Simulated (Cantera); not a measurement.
**Low-pressure radical oxidation in H2/O2**

An isothermal, constant-pressure homogeneous reactor starts with 23.1 % H₂, 76.9 % O₂, equivalence ratio 0.15, at 975 K and 0.0267 bar.

Computed with Cantera and the H2/O2 subset of GRI-Mech 3.0, which has no nitrogen chemistry. Radical loss at walls, strong at low pressure, is not modelled. The temperature is held fixed by assumption; the heat of reaction is taken as removed at once.

```
t (s)         x H₂   x O₂       x O    x H₂O₂     x HO₂      x OH       x H
--------  --------  -----  --------  --------  --------  --------  --------
1.00e-6      0.231  0.769    <1e-12    <1e-12  1.71e-12    <1e-12  1.70e-12
3.72e-6      0.231  0.769    <1e-12    <1e-12  6.36e-12    <1e-12  6.24e-12
1.38e-5      0.231  0.769  1.49e-12    <1e-12  2.37e-11  1.16e-12  2.26e-11
5.14e-5      0.231  0.769  1.75e-11    <1e-12  8.87e-11  9.19e-12  8.64e-11
0.000191     0.231  0.769  2.36e-10    <1e-12  3.44e-10  9.12e-11  6.13e-10
0.000711     0.231  0.769   4.81e-8  3.10e-12   5.85e-9   1.77e-8   1.12e-7
0.00265     0.0358  0.699    0.0247   1.11e-6   3.25e-5   0.00630    0.0693
0.00984   0.000996  0.738  0.000813   1.17e-6   1.96e-5  0.000585  0.000192
0.0366     9.42e-5  0.739   5.33e-5   4.87e-7   3.63e-6  0.000135   3.03e-6
0.136      7.30e-6  0.739   5.47e-6   1.60e-7   4.91e-7   4.56e-5   1.01e-7
0.506      3.83e-7  0.739   7.46e-7   4.69e-8   6.93e-8   1.71e-5   4.80e-9
1.88       3.31e-8  0.739   1.41e-7   1.39e-8   1.35e-8   7.40e-6  3.82e-10
7.00       6.31e-9  0.739   3.22e-8   4.23e-9   3.29e-9   3.52e-6  4.14e-11
```
x: mole fraction; the columns are a selection and need not sum to one.

Equilibrium at this temperature and pressure: H₂ 7.61e-11, O₂ 0.739, O 3.82e-10, H₂O₂ 7.43e-11, HO₂ 1.04e-9, OH 3.83e-7, H <1e-12 (gas phase only).
